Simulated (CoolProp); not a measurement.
n-perfluorohexane at several states: density (kg/m³) from the reference equation and from simpler models built on Tc = 448.0 K, pc = 1.742 MPa, ω = 0.497; each cubic takes its own stable root.

Computed with CoolProp (reference Helmholtz-energy equation of state, Gao 2022).

```json
[
 {"T (K)": "325.5", "p (MPa)": "0.0241", "phase": "gas", "reference": "3.056", "van der Waals": "3.037", "Redlich-Kwong": "3.046", "Soave-Redlich-Kwong": "3.053", "Peng-Robinson": "3.055"},
 {"T (K)": "296.7", "p (MPa)": "0.142", "phase": "liquid", "reference": "1681", "van der Waals": "20.86", "Redlich-Kwong": "1359", "Soave-Redlich-Kwong": "1459", "Peng-Robinson": "1647"},
 {"T (K)": "204.3", "p (MPa)": "0.0285", "phase": "liquid", "reference": "1939", "van der Waals": "1061", "Redlich-Kwong": "1579", "Soave-Redlich-Kwong": "1642", "Peng-Robinson": "1841"},
 {"T (K)": "326.1", "p (MPa)": "0.0114", "phase": "gas", "reference": "1.431", "van der Waals": "1.427", "Redlich-Kwong": "1.429", "Soave-Redlich-Kwong": "1.431", "Peng-Robinson": "1.431"}
]
```

At some of these states van der Waals gives the other phase, because its saturation line lies elsewhere.
